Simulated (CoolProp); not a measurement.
Vapour-liquid equilibrium of CHF3 (R23) (1) + R125 (2) at 1.16 MPa; x and y are mole fractions of (1).

Model: multi-fluid Helmholtz-energy mixture model, Penoncello 2003 and Lemmon 2005; pair parameters Bell 2016, in CoolProp.

Give the bubble temperature and the first vapour's composition at x = 0.15, 0.75, 0.85. Is there an azeotrope?

x = 0.15: 282.3 K, y = 0.305; x = 0.75: 254.8 K, y = 0.900; x = 0.85: 251.6 K, y = 0.945. No azeotrope shows between x = 0.05 and 0.95.

The pair parameters rest on a limited set of measurements; away from them the model extrapolates.
